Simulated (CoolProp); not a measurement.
Properties of fluorine along the isobar 2.82 MPa.

Values from CoolProp's reference Helmholtz-energy equation of state, de Reuck 1990.

```json
[
 {"T (°C)": "-183.65", "phase": "liquid", "speed of sound (m/s)": "796.8", "fugacity coefficient": "0.06094"},
 {"T (°C)": "-170.35", "phase": "liquid", "speed of sound (m/s)": "684.1", "fugacity coefficient": "0.1839"},
 {"T (°C)": "-156.95", "phase": "liquid", "speed of sound (m/s)": "561.8", "fugacity coefficient": "0.4097"},
 {"T (°C)": "-143.55", "phase": "liquid", "speed of sound (m/s)": "399.9", "fugacity coefficient": "0.7331"},
 {"T (°C)": "-130.25", "phase": "gas", "speed of sound (m/s)": "185.4", "fugacity coefficient": "0.8195"},
 {"T (°C)": "-116.85", "phase": "gas", "speed of sound (m/s)": "202.0", "fugacity coefficient": "0.8641"},
 {"T (°C)": "-103.45", "phase": "gas", "speed of sound (m/s)": "215.5", "fugacity coefficient": "0.8955"},
 {"T (°C)": "-90.15", "phase": "gas", "speed of sound (m/s)": "227.2", "fugacity coefficient": "0.9182"},
 {"T (°C)": "-76.75", "phase": "gas", "speed of sound (m/s)": "237.8", "fugacity coefficient": "0.9353"},
 {"T (°C)": "-63.35", "phase": "gas", "speed of sound (m/s)": "247.5", "fugacity coefficient": "0.9484"},
 {"T (°C)": "-50.05", "phase": "gas", "speed of sound (m/s)": "256.4", "fugacity coefficient": "0.9586"},
 {"T (°C)": "-36.65", "phase": "gas", "speed of sound (m/s)": "264.9", "fugacity coefficient": "0.9667"},
 {"T (°C)": "-23.25", "phase": "gas", "speed of sound (m/s)": "272.9", "fugacity coefficient": "0.9732"},
 {"T (°C)": "-9.85", "phase": "gas", "speed of sound (m/s)": "280.5", "fugacity coefficient": "0.9785"},
 {"T (°C)": "3.45", "phase": "gas", "speed of sound (m/s)": "287.8", "fugacity coefficient": "0.9829"}
]
```
